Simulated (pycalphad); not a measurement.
Phase fractions of Mg-2.727Si-2.987Al-7.997Cu (wt.%)

Source of the numbers: pycalphad with the COST 507 light-alloy database (1999); pressure 1 atm. The database dates from 1999; later assessments differ in places, in temperatures and in the compounds included. Not assessed as a whole: an extrapolation from subsystems, which can miss ternary compounds. Amounts are mole fractions of atoms. Kinetics are ignored, which matters at the lower temperatures.

```json
[
 {"T (K)": "950", "liquid": "1.000", "MG2SI": "-", "hcp": "-", "LAVES_C15": "-", "LAVES_C36": "-"},
 {"T (K)": "900", "liquid": "0.980", "MG2SI": "0.020", "hcp": "-", "LAVES_C15": "-", "LAVES_C36": "-"},
 {"T (K)": "850", "liquid": "0.586", "MG2SI": "0.050", "hcp": "0.364", "LAVES_C15": "-", "LAVES_C36": "-"},
 {"T (K)": "800", "liquid": "0.313", "MG2SI": "0.064", "hcp": "0.623", "LAVES_C15": "-", "LAVES_C36": "-"},
 {"T (K)": "750", "liquid": "-", "MG2SI": "0.075", "hcp": "0.844", "LAVES_C15": "0.081", "LAVES_C36": "-"},
 {"T (K)": "700", "liquid": "-", "MG2SI": "0.075", "hcp": "0.843", "LAVES_C15": "0.082", "LAVES_C36": "-"},
 {"T (K)": "650", "liquid": "-", "MG2SI": "0.075", "hcp": "0.842", "LAVES_C15": "0.083", "LAVES_C36": "-"},
 {"T (K)": "600", "liquid": "-", "MG2SI": "0.075", "hcp": "0.838", "LAVES_C15": "0.049", "LAVES_C36": "0.038"},
 {"T (K)": "550", "liquid": "-", "MG2SI": "0.075", "hcp": "0.836", "LAVES_C15": "0.011", "LAVES_C36": "0.078"},
 {"T (K)": "500", "liquid": "-", "MG2SI": "0.075", "hcp": "0.835", "LAVES_C15": "-", "LAVES_C36": "0.090"},
 {"T (K)": "450", "liquid": "-", "MG2SI": "0.075", "hcp": "0.834", "LAVES_C15": "-", "LAVES_C36": "0.091"},
 {"T (K)": "400", "liquid": "-", "MG2SI": "0.075", "hcp": "0.834", "LAVES_C15": "-", "LAVES_C36": "0.091"},
 {"T (K)": "350", "liquid": "-", "MG2SI": "0.075", "hcp": "0.834", "LAVES_C15": "-", "LAVES_C36": "0.091"}
]
```

Database names, with the compositions (at.%) that they take in these runs: MG2SI: Mg 67 Si 33; LAVES_C15: Cu 39 Mg 33 Al 26-28; LAVES_C36: Cu 35 Mg 33 Al 31.
